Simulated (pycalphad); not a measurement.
All values are pycalphad results on the COST 507 light-alloy database (1999) (1 atm), not direct measurements. These are 1990s assessments: newer ones move some temperatures and phases. Amounts are mole fractions of atoms.

### Question
Give the equilibrium state of Al-0.64Si (at.%) at 377 °C.

### Answer
fcc, fraction 0.995, with 0.19 Si at.%; diamond (Si), fraction 0.005, with >99.99 Si at.%.
